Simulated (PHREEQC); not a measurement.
A PHREEQC speciation (ion-association model, phreeqc.dat) at 56 °C gives pH 2.96 and these molalities:

```csv
species,mol/kgw
MgSO4,0.0370
Mg+2,0.0240
SO4-2,0.0235
HSO4-,0.00246
H+,0.00134
Zn+2,5.51e-5
ZnSO4,4.73e-5
Zn(SO4)2-2,7.51e-6
```

### Question
What are the element totals, and what could have been dissolved in 1 kg of water to give them?

### Answer
One answer among several that fit: totals Mg 0.0610, S(6) 0.0630, Zn 0.000110 mol/kgw, from 0.0019 mol H2SO4, 0.00011 mol ZnSO4 and 0.061 mol MgSO4 per kg of water.

Precipitation was switched off in this run. Complexes and solids missing from the database can't appear. Away from 25 °C the constants follow the database's enthalpies or fits; those with neither stay at their 25 °C values.
